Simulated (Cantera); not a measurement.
Feed: 1 mol Si, 7.5 mol H₂O, 83 mol CO, at 475 °C and 101000 Pa.

Equilibrium computed with Cantera from the NASA thermochemical tables; the gas is ideal and each condensed phase is pure. The numbers say what is thermodynamically allowed, not how fast it happens.

| species | before | after |
|---|---|---|
| H₂O | 0.113 | 0.667 |
| H₂ | 0.0315 | 0.242 |
| CO₂ | 0.816 | 0.0620 |
| CO | 0.0367 | 0.00362 |
| CH₄ | 0.00333 | 0.0253 |
| C(graphite), mol | 40.5 | 0 |
| SiO₂(α-quartz), mol | 1.00 | 1.00 |
Gas species are given as mole fractions.

Problem. Which change was made?
A) pressure from 101000 Pa to 23.0 Pa
B) temperature from 475 °C to 1650 °C
C) pressure from 101000 Pa to 200000 Pa
D) CO from 83 to 0.71 mol

Solution. D, CO from 83 to 0.71 mol
